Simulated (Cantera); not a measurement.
Input (Python, Cantera):

```python
import numpy as np
import cantera as ct

gas = ct.Solution("gri30.yaml")
gas.TPX = 2000, 2666, {'NO': 1, 'N2': 0.11}
reactor = ct.IdealGasConstPressureReactor(gas, energy="off", clone=False)
net = ct.ReactorNet([reactor])
net.rtol, net.atol = 1e-08, 1e-18
show = ['NO', 'NO2', 'O2', 'N2O', 'O', 'N2']
times = np.geomspace(1e-06, 20, 15)

steps = ct.SolutionArray(gas, extra=["t"])
rows = []
print(f"{'t/s':>10s}{'T/K':>9s}{'P/Pa':>11s}" + "".join(f"{s:>11s}" for s in show))
for t in times:
    while net.time < t:
        t_next = net.step()
        steps.append(gas.state, t=t_next)
    rows.append([np.interp(t, steps.t, y) for y in (steps.T, steps.P, *steps(*show).X.T)])
    print(f"{t:10.3e}{rows[-1][0]:9.1f}{rows[-1][1]:11.4g}" + "".join(f"{x:11.3e}" for x in rows[-1][2:]))
rate = np.gradient(steps.T, steps.t)
print("integrator steps:", len(steps.t))
if steps.T.max() > steps.T[0] + 200:
    print(f"time of steepest temperature rise: {steps.t[rate.argmax()]:.4e} s")
gas.TPX = 2000, 2666, {'NO': 1, 'N2': 0.11}
gas.equilibrate("TP")
print(f"equilibrium (TP): T = {gas.T:.1f} K  " + "  ".join(f"{s} {gas[s].X[0]:.3e}" for s in show))
```

Output:

```
       t/s      T/K       P/Pa         NO        NO2         O2        N2O          O         N2
 1.000e-06   2000.0       2666  9.009e-01  6.851e-13  4.578e-13  2.513e-08  2.514e-08  9.910e-02
 3.323e-06   2000.0       2666  9.009e-01  7.555e-12  5.049e-12  8.351e-08  8.352e-08  9.910e-02
 1.104e-05   2000.0       2666  9.009e-01  8.359e-11  5.593e-11  2.774e-07  2.775e-07  9.910e-02
 3.669e-05   2000.0       2666  9.009e-01  9.200e-10  6.178e-10  9.210e-07  9.223e-07  9.910e-02
 1.219e-04   2000.0       2666  9.009e-01  1.005e-08  6.830e-09  3.052e-06  3.066e-06  9.910e-02
 4.051e-04   2000.0       2666  9.009e-01  1.067e-07  7.553e-08  1.005e-05  1.021e-05  9.910e-02
 1.346e-03   2000.0       2666  9.008e-01  1.043e-06  8.495e-07  3.235e-05  3.422e-05  9.910e-02
 4.472e-03   2000.0       2666  9.006e-01  7.870e-06  1.040e-05  9.684e-05  1.176e-04  9.912e-02
 1.486e-02   2000.0       2666  8.999e-01  2.985e-05  1.522e-04  2.265e-04  3.838e-04  9.934e-02
 4.938e-02   2000.0       2666  8.967e-01  4.534e-05  1.480e-03  2.925e-04  6.785e-04  1.008e-01
 1.641e-01   2000.0       2666  8.857e-01  5.590e-05  6.928e-03  2.783e-04  7.617e-04  1.063e-01
 5.452e-01   2000.0       2666  8.473e-01  8.249e-05  2.600e-02  2.393e-04  9.579e-04  1.255e-01
 1.811e+00   2000.0       2666  7.123e-01  1.277e-04  9.313e-02  1.478e-04  1.427e-03  1.929e-01
 6.019e+00   2000.0       2666  3.504e-01  1.108e-04  2.735e-01  2.957e-05  2.213e-03  3.737e-01
 2.000e+01   2000.0       2666  4.835e-02  1.929e-05  4.243e-01  5.574e-07  2.691e-03  5.246e-01
integrator steps: 796
equilibrium (TP): T = 2000.0 K  NO 9.289e-03  NO2 3.797e-06  O2 4.438e-01  N2O 7.087e-08  O 2.746e-03  N2 5.441e-01
```

Detailed kinetics in Cantera: GRI-Mech 3.0 (53 species, 325 reactions). Radical loss at walls, strong at low pressure, is not modelled.
